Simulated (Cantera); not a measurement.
**Equilibrium for calcination and drying: MgSO4 + H2 + CO2**

Charge: 1 mol MgSO4, 0.08 mol H2, 2.8 mol CO2, equilibrated at 22000 Pa.

These are equilibrium values from Cantera (NASA tables, ideal gas, pure condensed phases), not measurements of a reactor. Candidate condensed phases: C, C6H6, C7H8, C8H18, H2O, H2SO4, Mg, MgCO3, MgO, Mg(OH)2, MgS, MgSO4, S; 130 gas species. Mutual solubility and eutectic melting of coexisting phases are not modelled. The numbers say what is thermodynamically allowed, not how fast it happens.

```tsv
T (°C)	log p CO2	log p SO2	log p O2	log p H2O	log p CO	log p SO3	log p OH	log p O	n MgO(s)	n MgSO4(s)
500	-0.68	-2.23	<-12	-2.23	-6.11	-9.59	<-12	<-12	0.0800	0.920
600	-0.68	-2.23	-12.38	-2.23	-6.86	-7.41	-11.71	<-12	0.0800	0.920
700	-0.68	-2.23	-7.74	-2.23	-7.44	-5.70	-9.55	<-12	0.0800	0.920
800	-0.68	-2.21	-4.01	-2.23	-7.89	-4.31	-7.81	-10.91	0.0833	0.917
900	-0.74	-1.65	-2.06	-2.28	-7.75	-3.17	-6.67	-8.89	0.355	0.645
1000	-0.85	-1.30	-1.64	-2.39	-7.08	-2.96	-6.05	-7.79	1.00	0
1100	-0.85	-1.30	-1.64	-2.39	-6.24	-3.24	-5.57	-7.03	1.00	0
1200	-0.85	-1.30	-1.64	-2.39	-5.52	-3.48	-5.15	-6.37	1.00	0
1300	-0.85	-1.30	-1.63	-2.39	-4.89	-3.70	-4.78	-5.80	1.00	0
1400	-0.85	-1.30	-1.63	-2.39	-4.33	-3.88	-4.46	-5.29	1.00	0
1500	-0.85	-1.30	-1.63	-2.40	-3.84	-4.05	-4.17	-4.84	1.00	0
1600	-0.85	-1.30	-1.63	-2.40	-3.41	-4.20	-3.92	-4.44	1.000	0
1700	-0.85	-1.30	-1.63	-2.41	-3.02	-4.33	-3.69	-4.08	1.000	0
1800	-0.86	-1.30	-1.62	-2.41	-2.67	-4.44	-3.48	-3.75	1.000	0
```
log p: log10 of the partial pressure in bar; n: condensed amount in mol.

From 500 °C to 900 °C the condensed part is MgO(s) + MgSO4(s). From 1000 °C to 1800 °C the condensed part is MgO(s).
